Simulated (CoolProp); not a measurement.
Properties of R11 at several states.

Model: reference Helmholtz-energy equation of state, Jacobsen 1992, in CoolProp.

```json
[
 {"T (°C)": "65.35", "p (kPa)": "4100", "phase": "liquid", "cv (kJ/(kg K))": "0.6127", "expansivity (1/kK)": "1.833"},
 {"T (°C)": "-100.95", "p (kPa)": "507", "phase": "liquid", "cv (kJ/(kg K))": "0.5428", "expansivity (1/kK)": "1.161"},
 {"T (°C)": "-7.85", "p (kPa)": "18100", "phase": "liquid", "cv (kJ/(kg K))": "0.5838", "expansivity (1/kK)": "1.245"},
 {"T (°C)": "-19.35", "p (kPa)": "446", "phase": "liquid", "cv (kJ/(kg K))": "0.5803", "expansivity (1/kK)": "1.386"}
]
```
